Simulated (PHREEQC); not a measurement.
Acid rinse or clean: an equilibrium model

Solution (93 °C): 0.008 mol/kgw HNO3, 0.2 mol/kgw ZnSO4 and 0.047 mol/kgw CuCl2. Closed to the air; pH follows from the charge balance.

Model: ion-association model, phreeqc.dat, run in PHREEQC.

Each row changes one thing in this solution. No solid was allowed to form.

```csv
case,pH,ionic strength (mol/kgw),SO4-2 (mol/kgw),HSO4- (mol/kgw)
as made,3.17,0.457,0.0722,0.00710
HNO3 from 0.008 to 0.0072 mol/kgw,3.22,0.456,0.0725,0.00639
ZnSO4 replaced by K2SO4 at the same molality,?,0.475,?,?
temperature from 93 to 5 °C,2.50,?,0.0647,0.00383
HNO3 from 0.008 to 0.012 mol/kgw,2.99,0.459,0.0709,0.0106
ZnSO4 from 0.2 to 0.04 mol/kgw,2.78,0.172,0.0166,0.00587
CuCl2 left out,3.17,0.385,0.0666,0.00709
diluted 100-fold with water,4.32,0.00752,0.00151,3.07e-5
```

Q: Complete the blanks.

A: 
- ZnSO4 replaced by K2SO4 at the same molality, pH: 3.26
- ZnSO4 replaced by K2SO4 at the same molality, SO4-2 (mol/kgw): 0.0921
- ZnSO4 replaced by K2SO4 at the same molality, HSO4- (mol/kgw): 0.00726
- temperature from 93 to 5 °C, ionic strength (mol/kgw): 0.523

Constants without temperature data keep their 25 °C values here.
